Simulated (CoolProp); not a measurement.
Saturation properties of CHF3 (R23).

The numbers come from the reference Helmholtz-energy equation of state, Penoncello 2003 in CoolProp.

| T (K) | p (MPa) | enthalpy of vaporisation (kJ/kg) | liquid cp (kJ/(kg K)) |
|---|---|---|---|
| 187.2 | 0.08028 | 242.5 | 1.231 |
| 194.8 | 0.1247 | 236.3 | 1.244 |
| 202.3 | 0.1856 | 229.9 | 1.260 |
| 209.9 | 0.2687 | 223.0 | 1.280 |
| 217.4 | 0.3762 | 215.8 | … |
| 224.9 | 0.5140 | 208.1 | 1.332 |
| 232.5 | 0.6897 | 199.8 | 1.367 |
| 240 | 0.9039 | 190.8 | 1.411 |
| 247.6 | 1.168 | 180.9 | 1.466 |
| 255.1 | … | 170.0 | 1.537 |
| 262.7 | 1.861 | 157.7 | 1.636 |
| 270.2 | 2.301 | 143.7 | 1.777 |
| 277.8 | 2.824 | 127.1 | 2.012 |
| 285.3 | 3.426 | 106.8 | … |
| 292.8 | … | 78.51 | 3.970 |

Question: Fill in the missing entries.

Answer: 
- 217.4, liquid cp (kJ/(kg K)): 1.303
- 255.1, p (MPa): 1.482
- 285.3, liquid cp (kJ/(kg K)): 2.474
- 292.8, p (MPa): 4.126

It boils at 191.1 K under 1 atm.
